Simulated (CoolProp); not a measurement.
The fluoroketone C6F12O (FK-5-1-12) along the isobar 2.03 MPa: fugacity coefficient from the reference equation and from simpler models built on Tc = 441.8 K, pc = 1.869 MPa, ω = 0.471; each cubic takes its own stable root.

Computed with CoolProp (reference Helmholtz-energy equation of state, McLinden 2015).

```tsv
T (K)	phase	reference
370.9	liquid	0.2001
382.6	liquid	0.2543
394.4	liquid	0.3164
406.1	liquid	0.3845
417.8	liquid	0.4579
429.6	liquid	0.5355
441.3	liquid	0.6122
453	supercritical	0.6685
464.8	supercritical	0.7038
476.5	supercritical	0.7326
488.3	supercritical	0.7577
500	supercritical	0.7797
```

### Question
How far does each simpler model (van der Waals, Redlich-Kwong, Soave-Redlich-Kwong) lie from the reference over these 12 states: mean and median of the absolute difference, and the worst?

### Answer
- van der Waals: mean 26.3 %, median 10.8 %, worst +98.5 % at 370.9 K and 2.03 MPa
- Redlich-Kwong: mean 12.7 %, median 4.6 %, worst +45.2 % at 370.9 K and 2.03 MPa
- Soave-Redlich-Kwong: mean 2.2 %, median 2.2 %, worst +3.4 % at 394.4 K and 2.03 MPa
